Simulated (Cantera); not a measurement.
Charge: 1 mol Si(CH₃)₄, 0.13 mol CH₄, 250 mol H₂, 0.46 mol HCl, equilibrated at 1975 °C and 0.133 bar.

Cantera equilibrium calculation (NASA polynomials, part measured and part estimated; ideal gas, pure solids and liquids). Candidate condensed phases: C, C₆H₆, C₇H₈, C₈H₁₈, Si, SiC; 109 gas species. Gases not in the tables: Si₂H₆ and higher silanes. Equilibrium is a limit: real reactors are often held back by kinetics, nucleation or transport.

Base state: H₂ 0.974, H 0.0199, C₂H₂ (acetylene) 0.00323, HCl 0.00174, Si 0.000540, SiH 7.86e-5, SiC₂ 6.20e-5, SiH₂ 4.48e-5 (mole fractions); condensed: C(graphite) + SiC(s).

Question: What changes in the equilibrium state with this change: temperature from 1975 °C to 1452 °C?

Answer: 
```csv
species,before,after
H₂,0.974,0.997
HCl,0.00174,0.00179
H,0.0199,0.000508
C₂H₂ (acetylene),0.00323,9.19e-5
SiH₂,4.48e-5,2.90e-7
SiC₂,6.20e-5,1.18e-9
Si₂C,3.72e-5,<1e-9
"C(graphite), mol",1.60,3.05
"SiC(s), mol",0.791,1.000
```

Question: What changes in the equilibrium state with this change: temperature from 1975 °C to 1627 °C?

Answer: 
```
species             before     after
----------------  --------  --------
H₂                   0.974     0.996
H                   0.0199   0.00217
HCl                0.00174   0.00179
C₂H₂ (acetylene)   0.00323  0.000380
Si                0.000540   3.51e-6
SiC₂               6.20e-5   8.89e-8
Si₂C               3.72e-5   6.16e-8
SiH                7.86e-5   1.11e-6
SiH₂               4.48e-5   2.16e-6
C(graphite), mol      1.60      2.92
SiC(s), mol          0.791     0.998
```
